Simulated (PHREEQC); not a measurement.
PHREEQC input (ion-association model, phreeqc.dat):

```
SOLUTION 0
  temp 25
  units mmol/kgw
  pH 7 charge
  S(6) 91
  Zn 91
  Br 5.1
  K 5.1
  Cl 0.01
  O(0) 1 O2(g) -0.68
SOLUTION 1-40
  temp 25
  units mmol/kgw
  pH 7 charge
  Cl 132.31
  Mg 63
  K 2.6
  Li 3.7
  O(0) 1 O2(g) -0.68
END
EXCHANGE 1-40
  X 0.22
  -equilibrate 1
END
SELECTED_OUTPUT 1
  -reset false
  -pH true
  -pe true
  -ionic_strength true
  -water true
  -step true
  -totals Br Cl K Li Mg S Zn S(-2) S(6)
  -molalities MgX2 ZnX2 LiX KX
  -saturation_indices Sylvite Zn(OH)2(e)
PRINT
  -reset false
TRANSPORT
  -cells 40
  -shifts 198
  -lengths 0.0125
  -time_step 60
  -dispersivities 0.018
  -boundary_conditions flux flux
  -correct_disp true
  -punch_cells 40
  -punch_frequency 6
END
```

Selected output (columns that matter, 16 of 34 rows; pore volumes added in front):

```
pore volumes	pH	mu	Br	Cl	K	Li	Mg	S	Zn	m_MgX2	m_ZnX2	m_LiX	si_Sylvite	si_Zn(OH)2(e)
0	5.0971	0.19531	0	0.13231	0.0026	0.0037	0.063	0	0	0.10652	0	0.0013304	-4.6543	-1000
0.3125	5.0971	0.19531	1.0202e-08	0.13231	0.0026	0.0037	0.063	1.8203e-07	9.6165e-22	0.10652	2.3106e-21	0.0013304	-4.6543	-22.896
0.6125	5.1172	0.19365	0.00021259	0.1268	0.0025862	0.0036707	0.064164	0.0037933	7.6951e-11	0.10652	1.8364e-10	0.0013283	-4.6756	-11.961
1.0625	5.3589	0.18015	0.0032686	0.047519	0.0024341	0.0027983	0.081055	0.058322	3.976e-05	0.10655	7.8804e-05	0.0010958	-5.1432	-5.9312
1.3625	5.4371	0.18075	0.0046042	0.012873	0.0024452	0.0016865	0.087255	0.082153	0.001565	0.10406	0.0027384	0.00067225	-5.7191	-4.2633
1.6625	5.4311	0.18254	0.0049991	0.0026277	0.0026723	0.00077907	0.080286	0.089199	0.010997	0.089024	0.017775	0.00030305	-6.3752	-3.4461
1.9625	5.3817	0.18511	0.0050826	0.00046088	0.0031733	0.00028767	0.058882	0.09069	0.032845	0.058559	0.047983	0.00010511	-7.0603	-3.0597
2.2625	5.3322	0.18784	0.0050973	8.012e-05	0.0037614	8.9638e-05	0.033511	0.090952	0.058099	0.029749	0.07646	3.0603e-05	-7.7505	-2.8973
2.7125	5.2945	0.19022	0.0050999	1.3831e-05	0.0044012	1.2949e-05	0.010471	0.090997	0.080871	0.0084455	0.097374	4.176e-06	-8.4492	-2.8183
3.0125	5.2854	0.19084	0.0051	1.0525e-05	0.0046532	3.3423e-06	0.004348	0.091	0.086874	0.0034215	0.10222	1.0624e-06	-8.5447	-2.8027
3.3125	5.2818	0.1911	0.0051	1.007e-05	0.0048157	8.3853e-07	0.0017357	0.091	0.089406	0.0013515	0.10417	2.649e-07	-8.5495	-2.7966
3.6125	5.2803	0.19121	0.0051	1.0009e-05	0.0049207	2.0637e-07	0.00067625	0.091	0.090413	0.00052427	0.10491	6.5029e-08	-8.5429	-2.7942
3.9125	5.2798	0.19125	0.0051	1.0001e-05	0.0049884	5.0085e-08	0.00025904	0.091	0.090797	0.00020046	0.10518	1.5767e-08	-8.5374	-2.7933
4.3625	5.2796	0.19127	0.0051	1e-05	0.0050466	5.8764e-09	6.0004e-05	0.091	0.090967	4.6393e-05	0.10528	1.8489e-09	-8.5325	-2.7929
4.6625	5.2796	0.19128	0.0051	1e-05	0.0050679	1.3953e-09	2.2367e-05	0.091	0.090994	1.729e-05	0.10529	4.3896e-10	-8.5307	-2.7928
4.9625	5.2796	0.19128	0.0051	1e-05	0.0050809	3.2945e-10	8.2763e-06	0.091	0.091001	6.3971e-06	0.10529	1.0364e-10	-8.5295	-2.7928
```

Species that the database lacks are ignored.
